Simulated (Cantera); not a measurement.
A closed system holds: 1 mol SiF4, 0.28 mol NO, 3.6 mol H2, equilibrated at 723.15 K and 10.0 mbar.

These are equilibrium values from Cantera (NASA tables, ideal gas, pure condensed phases), not measurements of a reactor. Candidate condensed phases: H2O, Si, SiO2, Si2N2O, Si3N4; 58 gas species. The numbers say what is thermodynamically allowed, not how fast it happens.

Question: What is the equilibrium state?

Answer: 
```
Quantity                              Result
--------------------------------  ----------
x(H2)                                  0.689
x(SiF4)                                0.191
x(HF)                                 0.0663
x(N2)                                 0.0290
x(H2O)                                0.0249
x(NH3)                               6.83e-6
n(SiO2(α-quartz))                 0.0799 mol
gas amount                         4.820 mol
log10 activity of Si(s) (absent)      -23.41
```
